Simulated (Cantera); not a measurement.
An isothermal, constant-pressure homogeneous reactor starts with NO : N₂ = 1 : 0.7 (molar parts), at 2075 K and 100.0 Torr.

Computed with Cantera and GRI-Mech 3.0 (53 species, 325 reactions).

One state of this run: x NO = 0.0603; x O₂ = 0.263; x N₂O = 1.35e-6; x O = 0.00165; x N₂ = 0.675. x: mole fraction; the columns are a selection and need not sum to one.

Problem. Which value of t (s) does it belong to?
A) 50.0
B) 0.000200
C) 3.16
D) 0.0126

Solution. C, 3.16
